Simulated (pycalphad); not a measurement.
## Phase fractions of Al-1.792Si-5.08C (wt.%)

Computed with pycalphad from the COST 507 light-alloy database (1999), at 1 atm. The data set is of 1999 and partly superseded. Amounts are mole fractions of atoms. Kinetics are ignored, which matters at the lower temperatures.

```
T (°C)  liquid  AL4C3  AL8SIC7    fcc  diamond (Si)
------  ------  -----  -------  -----  ------------
1577     0.759  0.241        -      -             -
1502     0.754  0.246        -      -             -
1427     0.752  0.248        -      -             -
1352     0.750  0.250        -      -             -
1277     0.750  0.250        -      -             -
1202     0.750  0.250        -      -             -
1127     0.749  0.251        -      -             -
1052     0.749  0.251        -      -             -
977      0.749  0.251        -      -             -
902      0.749  0.251        -      -             -
827      0.749  0.251        -      -             -
752      0.751  0.195    0.054      -             -
677          ?      ?        ?      -             -
602          -      -    0.245  0.755             -
527          -      -    0.245  0.755             -
452          -      -    0.245  0.755             -
377          -      -    0.245  0.755             -
302          -      -    0.245  0.754         trace
227          -      -    0.245  0.754         0.001
```

Question: Some entries are withheld; supply them.

Answer: 
- 677, liquid: 0.752
- 677, AL4C3: 0.119
- 677, AL8SIC7: 0.129

Database names, with the compositions (at.%) that they take in these runs: AL4C3: Al 57 C 43; AL8SIC7: Al 50 C 44 Si 6.
